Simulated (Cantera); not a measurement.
## SiH₂Cl₂ + N₂O + N₂ (silicon oxide and oxynitride deposition)

Charge: 1 mol SiH₂Cl₂, 18 mol N₂O, a varied amount of N₂, at 1398.15 K and 540 Torr.

These are equilibrium values from Cantera (NASA tables, ideal gas, pure condensed phases), not measurements of a reactor. Candidate condensed phases: H₂O, NH₄Cl, Si, SiO₂, Si₂N₂O, Si₃N₄; 47 gas species. The tables hold silica as quartz up to 1696 K and as liquid above; real silica turns to tridymite and cristobalite and melts near 1996 K. The numbers say what is thermodynamically allowed, not how fast it happens.

```json
[
 {"n(N₂) (mol)": "8.8", "log p N₂": "-0.28", "log p O₂": "-0.81", "log p HCl": "-1.52", "log p H₂O": "-2.35", "log p Cl₂": "-2.44", "log p Cl": "-2.77", "log p NO": "-3.30", "n SiO₂(β-quartz)": "1.00"},
 {"n(N₂) (mol)": "12", "log p N₂": "-0.27", "log p O₂": "-0.85", "log p HCl": "-1.55", "log p H₂O": "-2.39", "log p Cl₂": "-2.49", "log p Cl": "-2.80", "log p NO": "-3.31", "n SiO₂(β-quartz)": "1.00"},
 {"n(N₂) (mol)": "16", "log p N₂": "-0.25", "log p O₂": "-0.89", "log p HCl": "-1.59", "log p H₂O": "-2.44", "log p Cl₂": "-2.54", "log p Cl": "-2.82", "log p NO": "-3.33", "n SiO₂(β-quartz)": "1.00"},
 {"n(N₂) (mol)": "21", "log p N₂": "-0.24", "log p O₂": "-0.94", "log p HCl": "-1.64", "log p H₂O": "-2.50", "log p Cl₂": "-2.60", "log p Cl": "-2.85", "log p NO": "-3.34", "n SiO₂(β-quartz)": "1.00"},
 {"n(N₂) (mol)": "28", "log p N₂": "-0.23", "log p O₂": "-0.99", "log p HCl": "-1.69", "log p H₂O": "-2.56", "log p Cl₂": "-2.68", "log p Cl": "-2.89", "log p NO": "-3.36", "n SiO₂(β-quartz)": "1.00"},
 {"n(N₂) (mol)": "37", "log p N₂": "-0.22", "log p O₂": "-1.06", "log p HCl": "-1.76", "log p H₂O": "-2.63", "log p Cl₂": "-2.76", "log p Cl": "-2.93", "log p NO": "-3.39", "n SiO₂(β-quartz)": "1.00"},
 {"n(N₂) (mol)": "49", "log p N₂": "-0.20", "log p O₂": "-1.13", "log p HCl": "-1.83", "log p H₂O": "-2.72", "log p Cl₂": "-2.86", "log p Cl": "-2.98", "log p NO": "-3.42", "n SiO₂(β-quartz)": "1.00"},
 {"n(N₂) (mol)": "66", "log p N₂": "-0.19", "log p O₂": "-1.22", "log p HCl": "-1.91", "log p H₂O": "-2.82", "log p Cl₂": "-2.97", "log p Cl": "-3.04", "log p NO": "-3.46", "n SiO₂(β-quartz)": "1.00"},
 {"n(N₂) (mol)": "87", "log p N₂": "-0.18", "log p O₂": "-1.31", "log p HCl": "-2.00", "log p H₂O": "-2.91", "log p Cl₂": "-3.09", "log p Cl": "-3.10", "log p NO": "-3.50", "n SiO₂(β-quartz)": "1.00"},
 {"n(N₂) (mol)": "120", "log p N₂": "-0.17", "log p O₂": "-1.42", "log p HCl": "-2.10", "log p H₂O": "-3.03", "log p Cl₂": "-3.23", "log p Cl": "-3.17", "log p NO": "-3.55", "n SiO₂(β-quartz)": "1.00"},
 {"n(N₂) (mol)": "160", "log p N₂": "-0.17", "log p O₂": "-1.52", "log p HCl": "-2.20", "log p H₂O": "-3.15", "log p Cl₂": "-3.38", "log p Cl": "-3.24", "log p NO": "-3.60", "n SiO₂(β-quartz)": "1.00"}
]
```
log p: log10 of the partial pressure in bar; n: condensed amount in mol.

From 8.8 mol N₂ to 160 mol N₂ the condensed part is SiO₂(β-quartz).
